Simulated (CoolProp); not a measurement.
A simple Rankine cycle with hydrogen sulfide: condensing at 313.15 K, boiler at 6.77 MPa, turbine inlet 361.8 K, turbine efficiency 0.75, pump efficiency 0.8, no recuperator. Each further row changes one setting.

Computed with CoolProp (reference Helmholtz-energy equation of state, Lemmon 2006). It is a short technical equation, of lower accuracy than the large ones.

| case | thermal efficiency (%) | net work (kJ/kg) | heat in (kJ/kg) | turbine exit temperature (K) | volume ratio over the turbine |
|---|---|---|---|---|---|
| as stated | 7.3 | 26.2 | 359 | 313.2 | 2.34 |
| turbine inlet 381.8 K | … | … | 408 | 313.2 | 2.09 |
| condensing temperature 305.15 K | 8.6 | 32.4 | 377 | 305.2 | … |
| boiler pressure 4.74 MPa | 5.0 | 20.9 | 416 | … | 1.53 |
| turbine efficiency 0.65 | 6.1 | 21.8 | 359 | 313.2 | 2.36 |

Problem. Some entries are withheld; supply them.

Solution. 
- turbine inlet 381.8 K, thermal efficiency (%): 7.8
- turbine inlet 381.8 K, net work (kJ/kg): 31.9
- condensing temperature 305.15 K, volume ratio over the turbine: 2.79
- boiler pressure 4.74 MPa, turbine exit temperature (K): 321.5

The expansion ends wet for: as stated; turbine inlet 381.8 K; condensing temperature 305.15 K; turbine efficiency 0.65.
